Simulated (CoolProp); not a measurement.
Vapour-liquid equilibrium of n-octane (1) + p-xylene (2) at 376.1 K; x and y are mole fractions of (1).

Computed with CoolProp (multi-fluid Helmholtz-energy mixture model, Beckmüller 2019 and Zhou 2012; pair parameters Bell 2016).

Q: Give the bubble pressure and the first vapour's composition at x = 0.275, 0.5, 0.875. Is there an azeotrope?

A: x = 0.275: 0.04236 MPa, y = 0.377; x = 0.5: 0.04613 MPa, y = 0.586; x = 0.875: 0.05047 MPa, y = 0.895. No azeotrope shows between x = 0.05 and 0.95.

Pair parameters are fitted to limited data, so mixtures are less certain than the pure fluids.
